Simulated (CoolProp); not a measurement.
Nitrogen at 915.11 K and 10.1 MPa is compressed adiabatically to 25.5 MPa with isentropic efficiency 0.75. Each further row changes one setting.

Computed with CoolProp (reference Helmholtz-energy equation of state, Span 2000).

```
case             work (kJ/kg)  final temperature (K)  final density (kg/m³)
---------------  ------------  ---------------------  ---------------------
as stated                 400                 1239.5                   64.4
efficiency 1              300                 1157.4                   68.7
efficiency 0.65           462                 1289.7                   62.1
```
